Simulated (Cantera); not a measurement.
A Cantera script and its output.

```python
import numpy as np
import cantera as ct

gas = ct.Solution("gri30.yaml")


def delay(T, t_max=10):
    gas.TPX = T, 101325, {'H2': 1, 'O2': 0.725, 'N2': 2.03, 'NO': 0.0077}
    reactor = ct.IdealGasReactor(gas, clone=False)
    net = ct.ReactorNet([reactor])
    net.rtol, net.atol = 1e-8, 1e-16
    while net.time < t_max:
        t_old, T_old = net.time, reactor.T
        net.step()
        if reactor.T > T + 400:  # ignition: a rise of 400 K
            return t_old + (T + 400 - T_old) / (reactor.T - T_old) * (net.time - t_old)
    return np.nan


taus = []
for T in [925, 1000, 1075, 1150, 1225, 1300, 1375, 1450, 1525]:
    taus.append(delay(T))
    print(f"T0 = {T:6g} K   tau = {taus[-1]:.4e} s")
```

Output:

```
T0 =    925 K   tau = 4.1184e-04 s
T0 =   1000 K   tau = 1.6463e-04 s
T0 =   1075 K   tau = 8.2111e-05 s
T0 =   1150 K   tau = 4.8723e-05 s
T0 =   1225 K   tau = 3.2410e-05 s
T0 =   1300 K   tau = 2.3339e-05 s
T0 =   1375 K   tau = 1.7897e-05 s
T0 =   1450 K   tau = 1.4507e-05 s
T0 =   1525 K   tau = 1.2379e-05 s
```

Detailed kinetics in Cantera: GRI-Mech 3.0 (53 species, 325 reactions). The mechanism lacks 2 NO + O2 → 2 NO2 and HONO, so NO2 and the effect of NO are under-described below about 1400 K. Below about 950 K walls govern HO2 and H2O2 in real vessels. Where the delays flatten at high temperature, the 400 K rule measures the pace of heat release, not the induction time.
